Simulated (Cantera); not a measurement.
Charge: 1 mol Si₂Cl₆, 8.5 mol NH₃, 28 mol N₂, equilibrated at 1050 K and 2.00 mbar.

These are equilibrium values from Cantera (NASA tables, ideal gas, pure condensed phases), not measurements of a reactor. Candidate condensed phases: NH₄Cl, Si, Si₃N₄; 28 gas species. The feed counts by its element totals alone. The numbers say what is thermodynamically allowed, not how fast it happens.

Base state: N₂ 0.663, H₂ 0.209, HCl 0.128, SiCl₄ 0.000249 (mole fractions); condensed: Si₃N₄(s).

Problem. What changes in the equilibrium state with this change: temperature from 1050 K to 1450 K?

Solution. 
```json
[
 {"species": "N₂", "before": "0.663", "after": "0.665"},
 {"species": "H₂", "before": "0.209", "after": "0.217"},
 {"species": "HCl", "before": "0.128", "after": "0.108"},
 {"species": "SiCl₂", "before": "3.22e-6", "after": "0.00914"},
 {"species": "H", "before": "8.30e-8", "after": "9.86e-5"},
 {"species": "Cl", "before": "4.61e-8", "after": "4.00e-5"},
 {"species": "SiCl₃", "before": "6.65e-6", "after": "0.000330"},
 {"species": "Si₃N₄(s), mol", "before": "0.663", "after": "0.518"}
]
```
The tables' values for SiCl₃ are old estimates; treat these amounts as uncertain.
